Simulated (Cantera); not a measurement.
Low-pressure radical oxidation in H2/O2

An isothermal, constant-pressure homogeneous reactor starts with 18.7 % H₂, 81.3 % O₂, equivalence ratio 0.12, at 1100 K and 13.5 Torr.

Detailed kinetics in Cantera: GRI-Mech 3.0 (53 species, 325 reactions). Radical loss at walls, strong at low pressure, is not modelled. The temperature is held fixed by assumption; the heat of reaction is taken as removed at once.

```tsv
t (s)	x H₂	x O₂	x H₂O	x H	x O
0.000200	0.187	0.813	1.38e-8	1.17e-8	6.82e-9
0.000561	0.187	0.813	1.77e-6	1.10e-6	6.80e-7
0.00157	0.0729	0.754	0.0838	0.0520	0.0282
0.00441	0.00589	0.748	0.172	0.0322	0.0364
0.0124	0.00148	0.784	0.200	0.00347	0.00852
0.0346	0.000158	0.793	0.205	0.000113	0.000896
0.0971	1.75e-5	0.793	0.206	4.50e-6	0.000104
0.272	2.81e-6	0.794	0.206	3.25e-7	1.81e-5
0.763	6.17e-7	0.794	0.206	3.65e-8	4.22e-6
2.14	1.65e-7	0.794	0.206	5.34e-9	1.17e-6
6.00	4.98e-8	0.794	0.206	9.11e-10	3.61e-7
```
x: mole fraction; the columns are a selection and need not sum to one.

Equilibrium at this temperature and pressure: H₂ 2.29e-9, O₂ 0.794, H₂O 0.206, H 9.28e-12, O 1.67e-8 (gas phase only).
